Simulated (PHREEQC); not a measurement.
A solution holds 0.063 mol/kgw BaBr2, at 25 °C. Closed to the air; pH follows from the charge balance.

Computed with PHREEQC (ion-association model, phreeqc.dat).

Each row changes one thing in this solution. This is a speciation only: nothing precipitates in the calculation.

```tsv
case	pH	BaOH+ (mol/kgw)
as made	6.96	7.62e-9
0.029 mol/kgw KCl added	6.96	7.32e-9
0.083 mol/kgw NaOH added	12.73	0.00386
BaBr2 from 0.063 to 0.0315 mol/kgw	6.97	4.70e-9
diluted 10-fold with water	6.99	1.38e-9
BaBr2 from 0.063 to 0.0693 mol/kgw	6.96	8.14e-9
temperature from 25 to 80 °C	6.27	1.38e-9
BaBr2 from 0.063 to 0.126 mol/kgw	6.94	1.23e-8
```

Species that the database lacks are ignored. Constants without temperature data keep their 25 °C values here.
